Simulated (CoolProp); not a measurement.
Properties of chloromethane (R40) along the isobar 0.101 MPa.

Model: reference Helmholtz-energy equation of state, Thol 2014, in CoolProp.

```json
[
 {"T (K)": "332.8", "phase": "gas", "density (kg/m³)": "1.865", "cp (kJ/(kg K))": "0.8741", "speed of sound (m/s)": "258.6", "expansivity (1/kK)": "3.129", "fugacity coefficient": "0.9884"},
 {"T (K)": "345.7", "phase": "gas", "density (kg/m³)": "1.792", "cp (kJ/(kg K))": "0.8901", "speed of sound (m/s)": "263.1", "expansivity (1/kK)": "2.996", "fugacity coefficient": "0.9898"},
 {"T (K)": "358.7", "phase": "gas", "density (kg/m³)": "1.725", "cp (kJ/(kg K))": "0.9069", "speed of sound (m/s)": "267.5", "expansivity (1/kK)": "2.874", "fugacity coefficient": "0.9910"},
 {"T (K)": "371.6", "phase": "gas", "density (kg/m³)": "1.664", "cp (kJ/(kg K))": "0.9241", "speed of sound (m/s)": "271.8", "expansivity (1/kK)": "2.765", "fugacity coefficient": "0.9920"},
 {"T (K)": "384.5", "phase": "gas", "density (kg/m³)": "1.607", "cp (kJ/(kg K))": "0.9417", "speed of sound (m/s)": "276.0", "expansivity (1/kK)": "2.664", "fugacity coefficient": "0.9929"},
 {"T (K)": "397.5", "phase": "gas", "density (kg/m³)": "1.553", "cp (kJ/(kg K))": "0.9595", "speed of sound (m/s)": "280.2", "expansivity (1/kK)": "2.570", "fugacity coefficient": "0.9936"},
 {"T (K)": "410.4", "phase": "gas", "density (kg/m³)": "1.503", "cp (kJ/(kg K))": "0.9772", "speed of sound (m/s)": "284.2", "expansivity (1/kK)": "2.484", "fugacity coefficient": "0.9943"},
 {"T (K)": "423.4", "phase": "gas", "density (kg/m³)": "1.456", "cp (kJ/(kg K))": "0.9950", "speed of sound (m/s)": "288.3", "expansivity (1/kK)": "2.403", "fugacity coefficient": "0.9948"},
 {"T (K)": "436.3", "phase": "gas", "density (kg/m³)": "1.412", "cp (kJ/(kg K))": "1.013", "speed of sound (m/s)": "292.2", "expansivity (1/kK)": "2.328", "fugacity coefficient": "0.9953"},
 {"T (K)": "449.2", "phase": "gas", "density (kg/m³)": "1.371", "cp (kJ/(kg K))": "1.030", "speed of sound (m/s)": "296.0", "expansivity (1/kK)": "2.258", "fugacity coefficient": "0.9958"},
 {"T (K)": "462.2", "phase": "gas", "density (kg/m³)": "1.332", "cp (kJ/(kg K))": "1.048", "speed of sound (m/s)": "299.9", "expansivity (1/kK)": "2.192", "fugacity coefficient": "0.9962"}
]
```
